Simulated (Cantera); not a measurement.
A closed system holds: 1 mol SiO2, 3.4 mol C, 0.74 mol CO, equilibrated at 54000 Pa.

Method: chemical equilibrium by Gibbs-energy minimisation in Cantera with the NASA 1993 tables (ideal gas, pure condensed phases). Candidate condensed phases: C, Si, SiC, SiO2; 20 gas species. The tables hold silica as quartz up to 1696 K and as liquid above; real silica turns to tridymite and cristobalite and melts near 1996 K. Equilibrium is a limit: real reactors are often held back by kinetics, nucleation or transport.

Task: What share of the Si ends up in condensed phases as a function of T (K), at 1400, 1500, 1600, 1700, 1800, 1900, 2000, 2100, 2200, 2300, 2400?

Result: 
| T (K) | Si condensed (%) | as |
|---|---|---|
| 1400 | 100.0 | SiO2(β-quartz) |
| 1500 | 100.0 | SiO2(β-quartz) |
| 1600 | 100.0 | SiO2(β-quartz) |
| 1700 | 99.9 | SiO2(condensed) |
| 1800 | 98.5 | SiC(s) |
| 1900 | 98.0 | SiC(s) |
| 2000 | 97.5 | SiC(s) |
| 2100 | 96.9 | SiC(s) |
| 2200 | 96.1 | SiC(s) |
| 2300 | 95.3 | SiC(s) |
| 2400 | 94.3 | SiC(s) |
